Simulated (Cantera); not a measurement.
Cantera run, input and output.

```python
import numpy as np
import cantera as ct

gas = ct.Solution("gri30.yaml")
gas.TPX = 848, 29000, {'H2': 0.99, 'O2': 1, 'N2': 7}
reactor = ct.IdealGasConstPressureReactor(gas, energy="off", clone=False)
net = ct.ReactorNet([reactor])
net.rtol, net.atol = 1e-08, 1e-18
show = ['H2', 'O2', 'HO2', 'N2O', 'NO']
times = np.geomspace(1e-05, 1, 10)

steps = ct.SolutionArray(gas, extra=["t"])
rows = []
print(f"{'t/s':>10s}{'T/K':>9s}{'P/Pa':>11s}" + "".join(f"{s:>11s}" for s in show))
for t in times:
    while net.time < t:
        t_next = net.step()
        steps.append(gas.state, t=t_next)
    rows.append([np.interp(t, steps.t, y) for y in (steps.T, steps.P, *steps(*show).X.T)])
    print(f"{t:10.3e}{rows[-1][0]:9.1f}{rows[-1][1]:11.4g}" + "".join(f"{x:11.3e}" for x in rows[-1][2:]))
rate = np.gradient(steps.T, steps.t)
print("integrator steps:", len(steps.t))
if steps.T.max() > steps.T[0] + 200:
    print(f"time of steepest temperature rise: {steps.t[rate.argmax()]:.4e} s")
gas.TPX = 848, 29000, {'H2': 0.99, 'O2': 1, 'N2': 7}
gas.equilibrate("TP")
print(f"equilibrium (TP): T = {gas.T:.1f} K  " + "  ".join(f"{s} {gas[s].X[0]:.3e}" for s in show))
```

Result:

```
       t/s      T/K       P/Pa         H2         O2        HO2        N2O         NO
 1.000e-05    848.0    2.9e+04  1.101e-01  1.112e-01  2.008e-13  5.152e-23  2.549e-31
 3.594e-05    848.0    2.9e+04  1.101e-01  1.112e-01  8.109e-13  1.581e-21  1.476e-29
 1.292e-04    848.0    2.9e+04  1.101e-01  1.112e-01  3.910e-12  3.667e-20  7.413e-28
 4.642e-04    848.0    2.9e+04  1.101e-01  1.112e-01  2.515e-11  5.539e-19  3.105e-26
 1.668e-03    848.0    2.9e+04  1.101e-01  1.112e-01  1.917e-10  5.995e-18  8.874e-25
 5.995e-03    848.0    2.9e+04  1.101e-01  1.112e-01  1.206e-09  4.397e-17  1.105e-23
 2.154e-02    848.0    2.9e+04  1.101e-01  1.112e-01  6.454e-09  2.862e-16  9.520e-23
 7.743e-02    848.0    2.9e+04  1.101e-01  1.112e-01  6.667e-08  4.093e-15  4.461e-21
 2.783e-01    848.0    2.9e+04  5.726e-02  8.636e-02  6.108e-06  1.109e-09  5.498e-10
 1.000e+00    848.0    2.9e+04  5.701e-02  8.622e-02  7.165e-06  1.123e-09  1.010e-09
integrator steps: 1218
equilibrium (TP): T = 848.0 K  H2 3.776e-13  O2 5.945e-02  HO2 1.630e-11  N2O 1.305e-10  NO 2.386e-06
```

Cantera simulation using GRI-Mech 3.0 (53 species, 325 reactions); the numbers are that mechanism's predictions, not measurements. Below about 950 K walls govern HO2 and H2O2 in real vessels. The temperature is held fixed by assumption; the heat of reaction is taken as removed at once.
